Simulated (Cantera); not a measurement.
Feed: 1 mol TEOS, 1.1 mol NO, at 9.60 Pa.

Equilibrium computed with Cantera from the NASA thermochemical tables; the gas is ideal and each condensed phase is pure. Candidate condensed phases: C, C₆H₆, C₇H₈, C₈H₁₈, H₂O, Si, SiC, SiO₂, Si₂N₂O, Si₃N₄; 151 gas species. The feed counts by its element totals alone. The numbers say what is thermodynamically allowed, not how fast it happens.

log p: log10 of the partial pressure in bar; n: condensed amount in mol.

| T (K) | log p H₂ | log p CO | log p N₂ | log p CO₂ | log p H₂O | log p CH₄ | n C(graphite) | n SiO₂(α-quartz) | n SiO₂(β-quartz) |
|---|---|---|---|---|---|---|---|---|---|
| 725 | -4.15 | -4.69 | -5.41 | -6.22 | … | -7.59 | 5.02 | 1.00 | 0 |
| 750 | -4.15 | -4.67 | -5.41 | -6.60 | … | -7.80 | 4.95 | 1.00 | 0 |
| 775 | -4.15 | -4.67 | -5.41 | -6.97 | … | -7.99 | 4.92 | 1.00 | 0 |
| 800 | -4.15 | -4.66 | -5.41 | -7.33 | … | -8.18 | 4.91 | 1.00 | 0 |
| 825 | -4.15 | -4.66 | -5.41 | -7.67 | … | -8.35 | 4.91 | 1.00 | 0 |
| 850 | -4.15 | -4.66 | -5.41 | -7.99 | … | -8.51 | 4.90 | 0 | 1.00 |
| 875 | -4.15 | -4.66 | -5.41 | -8.29 | … | -8.67 | 4.90 | 0 | 1.00 |
| 900 | -4.15 | -4.66 | -5.41 | -8.58 | … | -8.81 | 4.90 | 0 | 1.00 |

**Question.** Some entries are withheld; supply them.

**Answer.** 
- 725, log p H₂O: -6.55
- 750, log p H₂O: -6.87
- 775, log p H₂O: -7.16
- 800, log p H₂O: -7.45
- 825, log p H₂O: -7.71
- 850, log p H₂O: -7.97
- 875, log p H₂O: -8.20
- 900, log p H₂O: -8.43
